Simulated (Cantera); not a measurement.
Mixture: CH4 : CO : O2 : N2 = 1 : 1.1 : 2.55 : 9.59 (molar parts), equivalence ratio 1.0, at 37.0 bar, adiabatic and at constant pressure. Ignition delay is the time to a rise of 400 K.

Detailed kinetics in Cantera: GRI-Mech 3.0 (53 species, 325 reactions). The pressure lies above the range GRI-Mech 3.0 was tuned for (to about 10 atm).

What does this change do: CH4 1 to 1.6 parts?


```json
[
 {"quantity": "delay at 1123 K", "before": "8.21 ms", "after": "9.65 ms"},
 {"quantity": "delay at 1223 K", "before": "1.81 ms", "after": "2.16 ms"},
 {"quantity": "delay at 1323 K", "before": "0.490 ms", "after": "0.596 ms"},
 {"quantity": "delay at 1423 K", "before": "0.157 ms", "after": "0.192 ms"},
 {"quantity": "delay at 1523 K", "before": "57.2 µs", "after": "69.9 µs"},
 {"quantity": "delay at 1623 K", "before": "23.3 µs", "after": "27.9 µs"},
 {"quantity": "apparent activation energy between 1423 and 1623 K", "before": "180 kJ/mol", "after": "190 kJ/mol"}
]
```
